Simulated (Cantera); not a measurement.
Adiabatic ignition

An adiabatic, constant-pressure homogeneous reactor starts with 12.3 % CH4, 1.48 % H2, 18.1 % O2, 68.1 % N2, equivalence ratio 1.4, at 950 K and 428 Torr.

Cantera simulation using GRI-Mech 3.0 (53 species, 325 reactions); the numbers are that mechanism's predictions, not measurements. Below about 1000 K GRI-Mech 3.0 lacks low-temperature oxidation paths.

| t (s) | T (K) | x CH4 | x H2 | x O2 | x NO2 | x HO2 |
|---|---|---|---|---|---|---|
| 9.00e-6 | 950 | 0.123 | 0.0148 | 0.181 | <1e-12 | 1.56e-11 |
| 1.96e-5 | 950 | 0.123 | 0.0148 | 0.181 | <1e-12 | 3.43e-11 |
| 4.29e-5 | 950 | 0.123 | 0.0148 | 0.181 | <1e-12 | 7.54e-11 |
| 9.35e-5 | 950 | 0.123 | 0.0148 | 0.181 | <1e-12 | 1.66e-10 |
| 0.000204 | 950 | 0.123 | 0.0148 | 0.181 | <1e-12 | 3.66e-10 |
| 0.000445 | 950 | 0.123 | 0.0148 | 0.181 | <1e-12 | 8.19e-10 |
| 0.000972 | 950 | 0.123 | 0.0148 | 0.181 | <1e-12 | 1.88e-9 |
| 0.00212 | 950 | 0.123 | 0.0148 | 0.181 | <1e-12 | 4.62e-9 |
| 0.00463 | 950 | 0.123 | 0.0148 | 0.181 | <1e-12 | 1.31e-8 |
| 0.0101 | 950 | 0.123 | 0.0148 | 0.181 | <1e-12 | 5.29e-8 |
| 0.0220 | 950 | 0.123 | 0.0148 | 0.181 | <1e-12 | 4.98e-7 |
| 0.0481 | 950 | 0.123 | 0.0148 | 0.181 | <1e-12 | 1.58e-6 |
| 0.105 | 952 | 0.123 | 0.0147 | 0.181 | <1e-12 | 2.01e-6 |
| 0.229 | 957 | 0.122 | 0.0146 | 0.180 | <1e-12 | 3.40e-6 |
| 0.500 | 1053 | 0.110 | 0.0172 | 0.168 | <1e-12 | 4.46e-5 |
x: mole fraction; the columns are a selection and need not sum to one.

Adiabatic equilibrium, at 2428 K, not reached in this time: CH4 <1e-12, H2 0.0595, O2 0.000278, NO2 1.75e-8, HO2 9.53e-8 (gas phase only).
